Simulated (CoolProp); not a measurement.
R1123 along the isotherm 374.4 K: Z from the reference equation and from simpler models built on Tc = 331.7 K, pc = 4549 kPa, ω = 0.243; each cubic takes its own stable root.

Model: reference Helmholtz-energy equation of state, Akasaka 2020, in CoolProp.

```json
[
 {"p (kPa)": "36", "phase": "gas", "reference": "0.9982", "van der Waals": "0.9983", "Peng-Robinson": "0.9980"},
 {"p (kPa)": "63.9", "phase": "gas", "reference": "0.9968", "van der Waals": "0.9969", "Peng-Robinson": "0.9964"},
 {"p (kPa)": "114", "phase": "gas", "reference": "0.9942", "van der Waals": "0.9945", "Peng-Robinson": "0.9935"},
 {"p (kPa)": "202", "phase": "gas", "reference": "0.9897", "van der Waals": "0.9901", "Peng-Robinson": "0.9885"},
 {"p (kPa)": "360", "phase": "gas", "reference": "0.9816", "van der Waals": "0.9823", "Peng-Robinson": "0.9795"},
 {"p (kPa)": "639", "phase": "gas", "reference": "[?]", "van der Waals": "0.9683", "Peng-Robinson": "0.9634"},
 {"p (kPa)": "1140", "phase": "gas", "reference": "0.9406", "van der Waals": "0.9423", "Peng-Robinson": "0.9343"},
 {"p (kPa)": "2020", "phase": "gas", "reference": "0.8922", "van der Waals": "0.8937", "Peng-Robinson": "[?]"},
 {"p (kPa)": "3600", "phase": "gas", "reference": "0.7988", "van der Waals": "[?]", "Peng-Robinson": "0.7839"},
 {"p (kPa)": "6390", "phase": "supercritical", "reference": "0.6100", "van der Waals": "0.5469", "Peng-Robinson": "0.6038"},
 {"p (kPa)": "11400", "phase": "supercritical", "reference": "0.4559", "van der Waals": "0.5315", "Peng-Robinson": "0.4875"}
]
```

Q: Some entries are withheld; supply them.

A: 
- 639, reference: 0.9671
- 2020, Peng-Robinson: 0.8819
- 3600, van der Waals: 0.7940
